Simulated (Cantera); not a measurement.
Mixture: H2 : O2 : N2 = 1 : 0.532 : 2 (molar parts), at 10.0 bar, adiabatic and at constant volume. Ignition delay is the time to a rise of 400 K.

Computed with Cantera and the H2/O2 subset of GRI-Mech 3.0, which has no nitrogen chemistry. The hydrogen kinetics of GRI-Mech 3.0 are dated; newer H2 mechanisms differ, most at raised pressure.

### Question
What does this change do: H2 1 to 0.41 parts?

### Answer
```tsv
quantity	before	after
delay at 1025 K	4.67 ms	7.26 ms
delay at 1125 K	0.478 ms	0.695 ms
delay at 1225 K	24.5 µs	24.5 µs
delay at 1325 K	3.78 µs	4.35 µs
delay at 1425 K	1.95 µs	2.31 µs
apparent activation energy between 1325 and 1425 K	100 kJ/mol	99 kJ/mol
```

### Question
What does this change do: 0.091 parts H2O added?

### Answer
```csv
quantity,before,after
delay at 1025 K,4.67 ms,5.04 ms
delay at 1125 K,0.478 ms,0.595 ms
delay at 1225 K,24.5 µs,56.3 µs
delay at 1325 K,3.78 µs,4.98 µs
delay at 1425 K,1.95 µs,2.19 µs
apparent activation energy between 1325 and 1425 K,100 kJ/mol,130 kJ/mol
```

### Question
What does this change do: pressure from 10.0 bar to 2.10 bar?

### Answer
```
quantity           before    after
---------------  --------  -------
delay at 1025 K   4.67 ms  1.14 ms
delay at 1125 K  0.478 ms  43.4 µs
delay at 1225 K   24.5 µs  19.9 µs
delay at 1325 K   3.78 µs  12.0 µs
delay at 1425 K   1.95 µs  8.26 µs
```
Where the delays flatten at high temperature, the 400 K rule measures the pace of heat release, not the induction time.
